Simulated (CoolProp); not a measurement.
Vapour-liquid equilibrium of CH2F2 (R32) (1) + propane (2) at 1380 kPa; x and y are mole fractions of (1).

Model: multi-fluid Helmholtz-energy mixture model, Tillner-Roth 1997 and Lemmon 2009; pair parameters Bell 2016, in CoolProp.

```json
[
 {"x": "0.05", "bubble temperature (K)": "303.8", "y at the bubble point": "0.197", "dew temperature at overall composition x (K)": "311.1", "liquid density (mol/L)": "11.05"},
 {"x": "0.15", "bubble temperature (K)": "292.4", "y at the bubble point": "0.415", "dew temperature at overall composition x (K)": "306.2", "liquid density (mol/L)": "11.74"},
 {"x": "0.25", "bubble temperature (K)": "…", "y at the bubble point": "0.514", "dew temperature at overall composition x (K)": "301.2", "liquid density (mol/L)": "12.28"},
 {"x": "0.35", "bubble temperature (K)": "284.7", "y at the bubble point": "0.567", "dew temperature at overall composition x (K)": "295.9", "liquid density (mol/L)": "12.80"},
 {"x": "0.45", "bubble temperature (K)": "283.5", "y at the bubble point": "0.600", "dew temperature at overall composition x (K)": "290.6", "liquid density (mol/L)": "…"},
 {"x": "0.55", "bubble temperature (K)": "282.8", "y at the bubble point": "0.627", "dew temperature at overall composition x (K)": "285.4", "liquid density (mol/L)": "14.08"},
 {"x": "0.65", "bubble temperature (K)": "282.6", "y at the bubble point": "0.655", "dew temperature at overall composition x (K)": "282.6", "liquid density (mol/L)": "14.93"},
 {"x": "0.75", "bubble temperature (K)": "282.9", "y at the bubble point": "…", "dew temperature at overall composition x (K)": "283.9", "liquid density (mol/L)": "15.95"},
 {"x": "0.85", "bubble temperature (K)": "284.0", "y at the bubble point": "0.758", "dew temperature at overall composition x (K)": "291.9", "liquid density (mol/L)": "17.14"},
 {"x": "0.95", "bubble temperature (K)": "287.4", "y at the bubble point": "0.887", "dew temperature at overall composition x (K)": "289.3", "liquid density (mol/L)": "18.42"}
]
```

Task: What belongs in the gaps?

Result: 
- 0.25, bubble temperature (K): 287.2
- 0.45, liquid density (mol/L): 13.38
- 0.75, y at the bubble point: 0.694

y crosses x between x = 0.65 and 0.75: the model has an azeotrope there.

Pair parameters are fitted to limited data, so mixtures are less certain than the pure fluids. With so large a gap from Raoult's law the liquid may split in two, which this calculation doesn't test in full.
